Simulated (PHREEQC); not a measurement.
Make-up at 20 °C: 0.0029 mol NaOH and 0.0031 mol NaCl per kg of water. Closed to the air; pH follows from the charge balance.

All values are PHREEQC results (ion-association model, phreeqc.dat), not measurements.

The pH comes out as 11.59, the ionic strength is 0.00600 mol/kgw and the specific conductance is 932 µS/cm. The total alkalinity is 2.90 meq/kg.

| species | molality | activity | log γ |
|---|---|---|---|
| Na+ | 0.00600 | 0.00553 | -0.035 |
| Cl- | 0.00310 | 0.00285 | -0.036 |
| OH- | 0.00290 | 0.00267 | -0.036 |

No solid was allowed to form. Species that the database lacks are ignored.
